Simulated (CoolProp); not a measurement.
Properties of neopentane along the isobar 1.01 bar (Tc = 433.7 K, pc = 31.96 bar, ω = 0.196).

Model: reference Helmholtz-energy equation of state, Lemmon 2006, in CoolProp. It is a short technical equation, of lower accuracy than the large ones.

| T (K) | phase | density (kg/m³) | speed of sound (m/s) | Joule-Thomson coefficient (K/MPa) | expansivity (1/kK) | fugacity coefficient |
|---|---|---|---|---|---|---|
| 375.1 | gas | 2.377 | 210.8 | 11.52 | 2.817 | 0.9832 |
| 387.2 | gas | 2.299 | … | 10.42 | 2.714 | 0.9848 |
| 399.3 | gas | 2.226 | 217.7 | 9.476 | 2.619 | 0.9862 |
| 411.4 | gas | 2.158 | … | 8.652 | 2.532 | 0.9874 |
| 423.6 | gas | 2.093 | 224.4 | 7.926 | 2.450 | 0.9886 |
| 435.7 | gas | 2.033 | 227.7 | 7.292 | 2.374 | 0.9896 |
| 447.8 | gas | 1.976 | 230.9 | 6.731 | 2.304 | 0.9904 |
| 459.9 | gas | 1.923 | 234.0 | … | 2.238 | 0.9912 |
| 472 | gas | 1.872 | 237.1 | 5.787 | 2.176 | 0.9919 |
| 484.1 | gas | 1.824 | 240.2 | … | 2.117 | 0.9926 |
| 496.2 | gas | 1.779 | 243.2 | 5.028 | 2.062 | 0.9931 |
| 508.3 | gas | 1.735 | 246.1 | 4.703 | 2.010 | 0.9937 |
| 520.5 | gas | 1.694 | 249.1 | … | 1.960 | 0.9942 |
| 532.6 | gas | 1.655 | 251.9 | 4.138 | 1.913 | 0.9946 |

Q: Some entries are withheld; supply them.

A: 
- 387.2, speed of sound (m/s): 214.3
- 411.4, speed of sound (m/s): 221.1
- 459.9, Joule-Thomson coefficient (K/MPa): 6.232
- 484.1, Joule-Thomson coefficient (K/MPa): 5.388
- 520.5, Joule-Thomson coefficient (K/MPa): 4.406
